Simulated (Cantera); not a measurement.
Feed: 1 mol Si, 9.2 mol Br2, 0.16 mol N2, held at 825 °C and 41000 Pa.

Method: chemical equilibrium by Gibbs-energy minimisation in Cantera with the NASA 1993 tables (ideal gas, pure condensed phases). Candidate condensed phases: Br2, Si, Si3N4; 13 gas species. Equilibrium is a limit: real reactors are often held back by kinetics, nucleation or transport.

Base state: Br2 0.839, SiBr4 0.118, Br 0.0235, N2 0.0189 (mole fractions); condensed: gas only.

Task: What changes in the equilibrium state with this change: pressure from 41000 Pa to 13300 Pa?

Result: 
```json
[
 {"species": "Br2", "before": "0.839", "after": "0.823"},
 {"species": "SiBr4", "before": "0.118", "after": "0.117"},
 {"species": "Br", "before": "0.0235", "after": "0.0409"},
 {"species": "N2", "before": "0.0189", "after": "0.0187"}
]
```

Task: What changes in the equilibrium state with this change: temperature from 825 °C to 1450 °C?

Result: 
```
species   before     after
-------  -------  --------
Br        0.0235     0.657
Br2        0.839     0.250
SiBr4      0.118    0.0785
N2        0.0189    0.0128
SiBr2      <1e-9  0.000251
SiBr3    1.64e-7   0.00142
```
The tables' values for SiBr3 are old estimates; treat these amounts as uncertain.
